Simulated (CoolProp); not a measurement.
A Linde-Hampson liquefier for ethane: isothermal reversible compression at 320 K from 1 atm to 40 MPa, throttling to 1 atm, return gas leaving the recuperator 2 K below the feed. Each further row changes one setting.

The numbers come from the reference Helmholtz-energy equation of state, Bücker 2006 in CoolProp.

```csv
case,liquid yield per pass,compression work (kJ/kg of gas)
as stated,0.458,414
high pressure 80 MPa,0.407,499
warm-end temperature 350 K,0.389,482
warm-end gap 7 K,0.451,414
```
